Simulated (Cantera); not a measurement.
An adiabatic, constant-pressure homogeneous reactor starts with CH4 : C2H6 : O2 : N2 : H2O = 1 : 0.26 : 2.98 : 11.2 : 0.54 (molar parts), at 1698 K and 0.220 bar.

Cantera simulation using GRI-Mech 3.0 (53 species, 325 reactions); the numbers are that mechanism's predictions, not measurements.

x: mole fraction; the columns are a selection and need not sum to one.

```
t (s)     T (K)   x CH4   x C2H6    x O2      x NO       x CH2
--------  -----  ------  -------  ------  --------  ----------
4.00e-6    1695  0.0626   0.0160   0.186    <1e-12  (withheld)
1.10e-5    1691  0.0625   0.0154   0.186    <1e-12  (withheld)
3.01e-5    1682  0.0616   0.0134   0.185  4.80e-11  (withheld)
8.26e-5    1730  0.0503  0.00501   0.170   5.44e-9  (withheld)
0.000227   2435  <1e-12   <1e-12  0.0346   6.02e-5      <1e-12
0.000622   2497  <1e-12   <1e-12  0.0332  0.000291      <1e-12
0.00171    2596  <1e-12   <1e-12  0.0310   0.00114      <1e-12
0.00469    2654  <1e-12   <1e-12  0.0287   0.00383      <1e-12
0.0129     2654  <1e-12   <1e-12  0.0271   0.00802      <1e-12
0.0353     2653  <1e-12   <1e-12  0.0265   0.00956      <1e-12
0.0968     2653  <1e-12   <1e-12  0.0265   0.00959      <1e-12
0.266      2653  <1e-12   <1e-12  0.0265   0.00959      <1e-12
0.729      2653  <1e-12   <1e-12  0.0265   0.00959      <1e-12
2.00       2653  <1e-12   <1e-12  0.0265   0.00959      <1e-12
```

### Question
What belongs in the gaps?

### Answer

- 4.00e-6, x CH2: 1.48e-8
- 1.10e-5, x CH2: 1.70e-7
- 3.01e-5, x CH2: 2.08e-6
- 8.26e-5, x CH2: 1.91e-5
